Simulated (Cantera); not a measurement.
Feed: 1 mol SiH₄, 0.02 mol Cl₂, 29 mol H₂, 2.1 mol HCl, held at 600 °C and 13.3 mbar.

Method: chemical equilibrium by Gibbs-energy minimisation in Cantera with the NASA 1993 tables (ideal gas, pure condensed phases). Candidate condensed phases: Si; 19 gas species. The tables' values for SiCl₃ are old estimates; treat these amounts as uncertain. Kinetics and transport are ignored.

Base state: H₂ 0.978, SiCl₄ 0.0117, HCl 0.00598, SiHCl₃ 0.00410, SiH₂Cl₂ 0.000131, SiCl₃ 9.61e-5, SiCl₂ 4.64e-5 (mole fractions); condensed: Si(s).

Problem. What changes in the equilibrium state with this change: Cl₂ from 0.02 to 0.8 mol?

Solution. 
```csv
species,before,after
H₂,0.978,0.965
SiCl₄,0.0117,0.0213
HCl,0.00598,0.00690
SiHCl₃,0.00410,0.00639
SiCl₃,9.61e-5,0.000151
SiCl₂,4.64e-5,6.26e-5
SiH₂Cl₂,0.000131,0.000175
"Si(s), mol",0.477,0.0741
```

Problem. What changes in the equilibrium state with this change: temperature from 600 °C to 1050 °C?

Solution. 
```csv
species,before,after
H₂,0.978,0.944
HCl,0.00598,0.0489
SiCl₂,4.64e-5,0.00693
SiCl₄,0.0117,0.000107
H,<1e-9,1.33e-5
SiHCl₃,0.00410,0.000104
SiH₂Cl₂,0.000131,1.46e-5
SiCl₃,9.61e-5,0.000368
"Si(s), mol",0.477,0.751
```
